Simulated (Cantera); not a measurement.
Feed: 1 mol Cr2O3, 2.4 mol H2, equilibrated at 1350 K and 2.10 mbar.

Method: chemical equilibrium by Gibbs-energy minimisation in Cantera with the NASA 1993 tables (ideal gas, pure condensed phases). Candidate condensed phases: Cr, Cr2O3, H2O; 13 gas species. Mutual solubility and eutectic melting of coexisting phases are not modelled. The numbers say what is thermodynamically allowed, not how fast it happens.

Base state: H2 1.000, H2O 0.000411, H 5.20e-5 (mole fractions); condensed: Cr(s) + Cr2O3(s).

Task: What changes in the equilibrium state with this change: temperature from 1350 K to 1773 K?

Result: 
```json
[
 {"species": "H2", "before": "1.000", "after": "0.972"},
 {"species": "H2O", "before": "0.000411", "after": "0.0128"},
 {"species": "Cr", "before": "8.57e-6", "after": "0.00855"},
 {"species": "CrO", "before": "<1e-9", "after": "5.69e-5"},
 {"species": "H", "before": "5.20e-5", "after": "0.00612"},
 {"species": "Cr(s), mol", "before": "0.000637", "after": "0"},
 {"species": "Cr2O3(s), mol", "before": "1.000", "after": "0.990"}
]
```

Task: What changes in the equilibrium state with this change: Cr2O3 replaced by V2O5?

Result: 
| species | before | after |
|---|---|---|
| H2O | 0.000411 | 0.833 |
| H2 | 1.000 | 0.167 |
| H | 5.20e-5 | 2.12e-5 |
| Cr(s), mol | 0.000637 | 0 |
| Cr2O3(s), mol | 1.000 | 0 |
| V2O3(s), mol | 0 | 1.00 |
Condensed phases not in the tables: the oxides between V2O3 and V2O5 other than VO2. Further candidate phases: V, VO, V2O3, V2O4, V2O5.
